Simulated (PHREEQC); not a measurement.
Make-up at 46 °C: 110 mmol/kgw H3BO3. Closed to the air; pH follows from the charge balance.

The numbers come from PHREEQC with the ion-association model, phreeqc.dat.

No solid was allowed to form.

**Question.** Estimate the pH, ionic strength.

**Answer.** pH 5.02; ionic strength 9.55e-6 mol/kgw.

Species that the database lacks are ignored. Constants without temperature data keep their 25 °C values here.
